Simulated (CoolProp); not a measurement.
A Linde-Hampson liquefier for nitrogen: isothermal reversible compression at 300 K from 1 atm to 40 MPa, throttling to 1 atm, return gas leaving the recuperator 5 K below the feed. Each further row changes one setting.

The numbers come from the reference Helmholtz-energy equation of state, Span 2000 in CoolProp.

| case | liquid yield per pass | compression work (kJ/kg of gas) |
|---|---|---|
| as stated | [?] | 542 |
| high pressure 80 MPa | [?] | [?] |
| warm-end temperature 330 K | [?] | [?] |
| warm-end gap 10 K | 0.070 | 542 |

### Question
Some entries are withheld; supply them.

### Answer

- as stated, liquid yield per pass: 0.081
- high pressure 80 MPa, liquid yield per pass: 0.043
- high pressure 80 MPa, compression work (kJ/kg of gas): 632
- warm-end temperature 330 K, liquid yield per pass: 0.056
- warm-end temperature 330 K, compression work (kJ/kg of gas): 599
